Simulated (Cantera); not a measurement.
Charge: 1 mol Ti(OiPr)4, 250 mol H2, held at 1000 Pa.

These are equilibrium values from Cantera (NASA tables, ideal gas, pure condensed phases), not measurements of a reactor. Candidate condensed phases: C, C6H6, C7H8, C8H18, H2O, Ti, TiC, TiO, TiO2, Ti2O3, Ti3O5, Ti4O7; 113 gas species. The feed counts by its element totals alone. TiC: taken at fixed stoichiometry. Rates play no part.

Question: At 1825 K, list the 4 most abundant gas species with their mole fractions, and the condensed phases.

Answer: H2 0.981, CO 0.0149, H 0.00436, C2H2 (acetylene) 0.000211. Condensed: C(graphite) + TiC(s).
